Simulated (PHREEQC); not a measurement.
0.012 g of hydrous ferric oxide (600 m²/g; 0.2 weak and 0.005 strong sites per Fe, Dzombak-Morel constants, diffuse double layer) in 1 kg of water with 0.001 mol/kgw of an inert sodium salt and 0.036 mmol/kgw MnCl2 and 0.0033 mmol/kgw Na2HAsO4, at 25 °C; the pH is set by adding NaOH or the inert anion's acid. The system is closed to oxygen. No CO2 enters from the air. No solid was allowed to form.

Base run: PHREEQC, ion-association model, wateq4f.dat. Each further column changes one thing. The table gives Mn sorbed (%).

| pH | base | no electrostatic term (-no_edl) | background salt from 0.001 to 0.0001 mol/kgw | oxide from 0.012 to 0.06 g/kgw |
|---|---|---|---|---|
| 4 | 0.0 | 0.0 | 0.0 | 0.0 |
| 4.67 | 0.0 | 0.0 | 0.0 | 0.0 |
| 5.33 | 0.0 | 0.1 | 0.0 | 0.1 |
| 6 | 0.4 | 0.7 | 0.4 | 1.0 |
| 6.67 | 1.8 | 2.3 | 1.8 | (withheld) |
| 7.33 | 5.9 | 7.9 | 6.2 | (withheld) |
| 8.67 | 38.6 | (withheld) | 38.9 | 93.1 |
| 9.33 | 45.0 | (withheld) | 45.0 | (withheld) |
| 10 | 46.9 | 51.3 | 46.9 | 100.0 |
| 10.67 | 47.3 | 46.3 | 47.3 | 100.0 |
| 11.33 | 47.2 | (withheld) | 47.2 | 100.0 |
| 12 | 45.0 | (withheld) | 45.0 | 100.0 |

Task: Complete the blanks.

Result: 
- 6.67, oxide from 0.012 to 0.06 g/kgw: 6.9
- 7.33, oxide from 0.012 to 0.06 g/kgw: 18.1
- 8.67, no electrostatic term (-no_edl): 42.7
- 9.33, no electrostatic term (-no_edl): 50.4
- 9.33, oxide from 0.012 to 0.06 g/kgw: 99.5
- 11.33, no electrostatic term (-no_edl): 32.8
- 12, no electrostatic term (-no_edl): 11.8

In at least one series the solution becomes supersaturated in solids that the run did not let form, among them Pyrochroite. The database has no arsenate complexes of Mn.
